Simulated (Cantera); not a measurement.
Transport properties of process gases

Gas mixture: 100 % N₂O, at 1400 Pa, frozen composition.

Cantera's kinetic-theory transport with the Lennard-Jones parameters of GRI-Mech 3.0, ideal gas; thermal conductivity in the multicomponent form. The composition is frozen, though it would react at the higher temperatures.

| T (K) | ρ (kg/m³) | cp (J/kg/K) | μ (µPa s) | λ (mW/m/K) | Pr | D (cm²/s) H₂ | D (cm²/s) OH | D (cm²/s) N₂ |
|---|---|---|---|---|---|---|---|---|
| 400 | 0.0185 | 970.3 | 19.5 | 25.3 | 0.746 | 78.1 | 29.7 | 19.1 |
| 550 | 0.0135 | 1073 | 25.5 | 36.7 | 0.745 | 134 | 51.9 | 33.5 |
| 700 | 0.0106 | 1150 | 30.8 | 47.7 | 0.743 | 202 | 78.4 | 50.7 |
| 850 | 0.00872 | 1210 | 35.6 | 58.1 | 0.741 | 279 | 109 | 70.6 |
| 1000 | 0.00741 | 1255 | 40.0 | 67.9 | 0.740 | 366 | 143 | 93.0 |
| 1150 | 0.00644 | 1285 | 44.1 | 76.8 | 0.738 | 462 | 181 | 118 |
| 1300 | 0.00570 | 1311 | 48.0 | 85.5 | 0.737 | 567 | 222 | 144 |
| 1450 | 0.00511 | 1334 | 51.7 | 93.8 | 0.736 | 679 | 267 | 173 |
D: mixture-averaged diffusion coefficient of that species in the mixture.
